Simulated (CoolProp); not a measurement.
A Linde-Hampson liquefier for oxygen: isothermal reversible compression at 230 K from 1 atm to 5 MPa, throttling to 1 atm, return gas leaving the recuperator 2 K below the feed. Each further row changes one setting.

Computed with CoolProp (reference Helmholtz-energy equation of state, Schmidt 1985).

```csv
case,liquid yield per pass,compression work (kJ/kg of gas)
as stated,[?],228
high pressure 10 MPa,[?],[?]
warm-end temperature 260 K,[?],260
warm-end gap 7 K,[?],228
```

### Question
Complete the blanks.

### Answer

- as stated, liquid yield per pass: 0.054
- high pressure 10 MPa, liquid yield per pass: 0.118
- high pressure 10 MPa, compression work (kJ/kg of gas): 264
- warm-end temperature 260 K, liquid yield per pass: 0.038
- warm-end gap 7 K, liquid yield per pass: 0.041
